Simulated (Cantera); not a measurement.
A closed system holds: 1 mol FeS, 1.1 mol SO3, 9.4 mol N2, a varied amount of H2S, at 1473 K and 0.100 bar.

Method: chemical equilibrium by Gibbs-energy minimisation in Cantera with the NASA 1993 tables (ideal gas, pure condensed phases). Candidate condensed phases: Fe, FeO, Fe(OH)2, Fe(OH)3, FeS, FeSO4, FeS2, Fe2O3, Fe2(SO4)3, Fe3O4, H2O, H2SO4, S; 38 gas species. Metal and sulfide melt together well below either melting point, which pure phases cannot show. Mutual solubility and eutectic melting of coexisting phases are not modelled. The tables' stoichiometric FeO is somewhat more stable than real wüstite, so its field is too wide. FeO, FeS: taken at fixed stoichiometry. Rates play no part.

Which condensed phases are stable at each of these points (n(H2S) (mol)): 0.33, 0.65, 0.98, 1.3, 1.6, 2, 2.3, 2.6, 2.9, 3.3, 3.6?


```tsv
n(H2S) (mol)	condensed phases	Fe condensed (%)
0.33	FeO(s) + FeS(l)	100.0
0.65	FeO(s) + FeS(l)	100.0
0.98	FeO(s) + FeS(l)	100.0
1.3	FeS(l)	100.0
1.6	FeS(l)	100.0
2	FeS(l)	100.0
2.3	FeS(l)	100.0
2.6	FeS(l)	100.0
2.9	FeS(l)	100.0
3.3	FeS(l)	100.0
3.6	FeS(l)	100.0
```

From 0.33 mol H2S to 0.98 mol H2S the condensed part is FeO(s) + FeS(l). From 1.3 mol H2S to 3.6 mol H2S the condensed part is FeS(l).
